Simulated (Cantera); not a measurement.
Feed: 1 mol S, 0.12 mol O2, 6.7 mol N2, held at 1200 Pa.

Equilibrium computed with Cantera from the NASA thermochemical tables; the gas is ideal and each condensed phase is pure. Candidate condensed phases: S; 17 gas species. Kinetics and transport are ignored. All values below are at 1575 K.

Base state: N2 0.922, S2 0.0597, SO2 0.0151, SO 0.00251, S2O 0.000242, S 0.000208 (mole fractions); condensed: gas only.

What changes in the equilibrium state with this change: O2 from 0.12 to 2.4 mol?


| species | before | after |
|---|---|---|
| N2 | 0.922 | 0.736 |
| O2 | 3.75e-9 | 0.153 |
| SO2 | 0.0151 | 0.110 |
| S2 | 0.0597 | <1e-9 |
| S2O | 0.000242 | <1e-9 |
| S | 0.000208 | <1e-9 |
| SO3 | 2.64e-9 | 0.000122 |

What changes in the equilibrium state with this change: pressure from 1200 Pa to 10000 Pa?


```csv
species,before,after
N2,0.922,0.923
S2,0.0597,0.0599
SO2,0.0151,0.0156
SO,0.00251,0.00150
S,0.000208,7.21e-5
S2O,0.000242,0.000418
```
